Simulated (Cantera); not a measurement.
A freely propagating, adiabatic, planar premixed flame of CH4 : H2 : O2 : N2 = 1 : 0.36 : 1.56 : 7.16 (molar parts), unburnt at 600 K and 0.132 atm; mixture-averaged transport, grid criteria slope 0.08 and curve 0.16, no radiation.

Computed with Cantera and GRI-Mech 3.0 (53 species, 325 reactions). Burning velocities carry a grid error of a few per cent, more on coarse grids.

Problem. Predict: laminar burning velocity; thermal thickness; peak x(H); peak x(HO2).

Solution. 
| Property | Value |
|---|---|
| laminar burning velocity | 123 cm/s |
| thermal thickness | 2.53 mm |
| peak x(H) | 0.0142 |
| peak x(HO2) | 8.25e-5 |
